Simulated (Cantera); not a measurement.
# Adiabatic ignition

An adiabatic, constant-pressure homogeneous reactor starts with CH3OH : O2 : N2 = 1 : 0.938 : 6.19 (molar parts), equivalence ratio 1.6, at 1025 K and 9.87 atm.

Detailed kinetics in Cantera: GRI-Mech 3.0 (53 species, 325 reactions). GRI-Mech 3.0 was tuned for natural gas; its chemistry of methanol as a main component is partial and can be far from experiment.

```json
[
 {"t (s)": "9.00e-6", "T (K)": "1025", "x CH3OH": "0.123", "x O2": "0.115", "x CH2CO": "<1e-12", "x C2H4": "<1e-12", "x H2O": "5.25e-10"},
 {"t (s)": "2.05e-5", "T (K)": "1025", "x CH3OH": "0.123", "x O2": "0.115", "x CH2CO": "<1e-12", "x C2H4": "<1e-12", "x H2O": "1.19e-9"},
 {"t (s)": "4.65e-5", "T (K)": "1025", "x CH3OH": "0.123", "x O2": "0.115", "x CH2CO": "<1e-12", "x C2H4": "<1e-12", "x H2O": "2.72e-9"},
 {"t (s)": "0.000106", "T (K)": "1025", "x CH3OH": "0.123", "x O2": "0.115", "x CH2CO": "<1e-12", "x C2H4": "<1e-12", "x H2O": "6.18e-9"},
 {"t (s)": "0.000240", "T (K)": "1025", "x CH3OH": "0.123", "x O2": "0.115", "x CH2CO": "<1e-12", "x C2H4": "<1e-12", "x H2O": "1.41e-8"},
 {"t (s)": "0.000545", "T (K)": "1025", "x CH3OH": "0.123", "x O2": "0.115", "x CH2CO": "<1e-12", "x C2H4": "<1e-12", "x H2O": "3.20e-8"},
 {"t (s)": "0.00124", "T (K)": "1025", "x CH3OH": "0.123", "x O2": "0.115", "x CH2CO": "<1e-12", "x C2H4": "<1e-12", "x H2O": "7.31e-8"},
 {"t (s)": "0.00281", "T (K)": "1025", "x CH3OH": "0.123", "x O2": "0.115", "x CH2CO": "<1e-12", "x C2H4": "<1e-12", "x H2O": "1.73e-7"},
 {"t (s)": "0.00640", "T (K)": "1025", "x CH3OH": "0.123", "x O2": "0.115", "x CH2CO": "<1e-12", "x C2H4": "<1e-12", "x H2O": "5.07e-7"},
 {"t (s)": "0.0145", "T (K)": "1025", "x CH3OH": "0.123", "x O2": "0.115", "x CH2CO": "<1e-12", "x C2H4": "<1e-12", "x H2O": "2.62e-6"},
 {"t (s)": "0.0330", "T (K)": "1025", "x CH3OH": "0.123", "x O2": "0.115", "x CH2CO": "<1e-12", "x C2H4": "<1e-12", "x H2O": "4.69e-5"},
 {"t (s)": "0.0750", "T (K)": "2098", "x CH3OH": "<1e-12", "x O2": "3.09e-7", "x CH2CO": "<1e-12", "x C2H4": "<1e-12", "x H2O": "0.163"},
 {"t (s)": "0.170", "T (K)": "2098", "x CH3OH": "<1e-12", "x O2": "3.08e-7", "x CH2CO": "<1e-12", "x C2H4": "<1e-12", "x H2O": "0.163"},
 {"t (s)": "0.387", "T (K)": "2098", "x CH3OH": "<1e-12", "x O2": "3.08e-7", "x CH2CO": "<1e-12", "x C2H4": "<1e-12", "x H2O": "0.163"},
 {"t (s)": "0.880", "T (K)": "2098", "x CH3OH": "<1e-12", "x O2": "3.08e-7", "x CH2CO": "<1e-12", "x C2H4": "<1e-12", "x H2O": "0.163"},
 {"t (s)": "2.00", "T (K)": "2098", "x CH3OH": "<1e-12", "x O2": "3.08e-7", "x CH2CO": "<1e-12", "x C2H4": "<1e-12", "x H2O": "0.163"}
]
```
x: mole fraction; the columns are a selection and need not sum to one.

```yaml
time_of_steepest_temperature_rise: 49.1 ms
temperature at 2.00 s: 2098 K
equilibrium_temperature: 2098 K
x(CH3OH) at 2.00 s: <1e-12 (gas-phase equilibrium <1e-12)
x(O2) at 2.00 s: 3.08e-7 (gas-phase equilibrium 3.08e-7)
x(CH2CO) at 2.00 s: <1e-12 (gas-phase equilibrium <1e-12)
```
